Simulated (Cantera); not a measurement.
**Pyrogenic steam for wet oxidation**

An isothermal, constant-pressure homogeneous reactor starts with 6.46 % H₂, 13.8 % O₂, 79.8 % N₂, equivalence ratio 0.23, at 1348 K and 0.987 atm.

Model: the H2/O2 subset of GRI-Mech 3.0, which has no nitrogen chemistry, integrated in Cantera. The temperature is held fixed by assumption; the heat of reaction is taken as removed at once.

```tsv
t (s)	x H₂	x O₂	x O	x H₂O₂	x H₂O	x HO₂	x OH
2.00e-6	0.0646	0.138	4.32e-9	1.85e-11	4.68e-9	1.53e-8	3.41e-9
1.12e-5	0.0646	0.138	3.65e-7	7.22e-10	1.17e-6	1.58e-7	2.63e-7
6.32e-5	0.00374	0.106	0.00885	3.20e-6	0.0563	4.26e-5	0.00350
0.000356	9.84e-5	0.109	0.000204	6.17e-7	0.0664	8.79e-6	0.000475
0.00200	3.42e-6	0.109	9.24e-6	7.30e-8	0.0668	5.89e-7	0.000104
0.0112	3.05e-7	0.109	1.03e-6	1.11e-8	0.0668	7.39e-8	3.45e-5
0.0632	5.77e-8	0.109	2.01e-7	2.46e-9	0.0668	2.99e-8	1.52e-5
0.356	4.03e-8	0.109	1.35e-7	1.72e-9	0.0668	2.90e-8	1.25e-5
2.00	4.03e-8	0.109	1.35e-7	1.72e-9	0.0668	2.90e-8	1.25e-5
```
x: mole fraction; the columns are a selection and need not sum to one.

Equilibrium at this temperature and pressure: H₂ 4.03e-8, O₂ 0.109, O 1.35e-7, H₂O₂ 1.72e-9, H₂O 0.0668, HO₂ 2.90e-8, OH 1.25e-5 (gas phase only).
